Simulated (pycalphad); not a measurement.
# Phase fractions of Hf-20.05C (at.%)

CALPHAD calculation (pycalphad, COST 507 light-alloy database (1999)), 1 atm. These are 1990s assessments: newer ones move some temperatures and phases. Phase fractions are per mole of atoms. Kinetics are ignored, which matters at the lower temperatures.

| T (K) | liquid | fcc | hcp |
|---|---|---|---|
| 3300 | 0.680 | 0.320 | - |
| 3200 | 0.638 | 0.362 | - |
| 3100 | 0.603 | 0.397 | - |
| 3000 | 0.572 | 0.428 | - |
| 2900 | ? | ? | - |
| 2800 | 0.521 | 0.479 | - |
| 2700 | 0.499 | 0.501 | - |
| 2600 | - | 0.336 | 0.664 |
| 2500 | - | 0.381 | 0.619 |
| 2400 | - | 0.408 | 0.592 |
| 2300 | - | 0.425 | 0.575 |
| 2200 | - | 0.437 | 0.563 |
| 2100 | - | 0.446 | 0.554 |
| 2000 | - | ? | ? |
| 1900 | - | 0.460 | 0.540 |
| 1800 | - | 0.466 | 0.534 |
| 1700 | - | 0.471 | 0.529 |
| 1600 | - | 0.476 | 0.524 |
| 1500 | - | 0.480 | 0.520 |
| 1400 | - | 0.484 | 0.516 |
| 1300 | - | 0.488 | 0.512 |
| 1200 | - | 0.491 | 0.509 |
| 1100 | - | 0.495 | 0.505 |
| 1000 | - | 0.498 | 0.502 |
| 900 | - | 0.501 | 0.499 |
| 800 | - | 0.505 | 0.495 |
| 700 | - | 0.508 | 0.492 |
| 600 | - | 0.511 | 0.489 |
| 500 | - | 0.514 | 0.486 |

Problem. Some entries are withheld; supply them.

Solution. 
- 2900, liquid: 0.545
- 2900, fcc: 0.455
- 2000, fcc: 0.454
- 2000, hcp: 0.546

The fcc model also describes the rock-salt carbide or nitride (TiC, TiN, HfC).
